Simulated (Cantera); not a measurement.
Mixture: CH4 : O2 : N2 = 1 : 1 : 3.76 (molar parts), at 26300 Torr, adiabatic and at constant pressure. Ignition delay is the time to a rise of 400 K.

Computed with Cantera and GRI-Mech 3.0 (53 species, 325 reactions). The pressure lies above the range GRI-Mech 3.0 was tuned for (to about 10 atm).

### Question
Predict: delay at 1123 K; delay at 1323 K; delay at 1523 K; delay at 1723 K; delay at 1923 K; apparent activation energy between 1823 and 2023 K.

### Answer
- delay at 1123 K = 4.15 ms
- delay at 1323 K = 0.415 ms
- delay at 1523 K = 64.4 µs
- delay at 1723 K = 12.5 µs
- delay at 1923 K = 3.06 µs
- apparent activation energy between 1823 and 2023 K = 190 kJ/mol
